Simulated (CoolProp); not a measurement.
Aqueous calcium chloride as a coolant, 28 % by mass, freezing at -39.0 °C, 1 atm.

Computed with CoolProp (Melinder's fits for secondary coolants).

```tsv
T (°C)	Prandtl number	conductivity (W/(m K))	density (kg/m³)	viscosity (mPa s)
-36	112	0.485	___	___
-26.5	68.6	0.498	___	___
-16.9	45.2	0.512	___	8.48
-7.4	___	___	1273	6.08
2.2	23.7	0.539	1268	4.58
11.7	18.4	0.552	1264	3.61
21.3	14.7	0.565	1259	2.93
30.8	___	0.578	1254	2.43
```

### Question
Some entries are withheld; supply them.

### Answer

- -36, density (kg/m³): 1284
- -36, viscosity (mPa s): 20.2
- -26.5, density (kg/m³): 1280
- -26.5, viscosity (mPa s): 12.6
- -16.9, density (kg/m³): 1277
- -7.4, Prandtl number: 31.9
- -7.4, conductivity (W/(m K)): 0.525
- 30.8, Prandtl number: 12.0
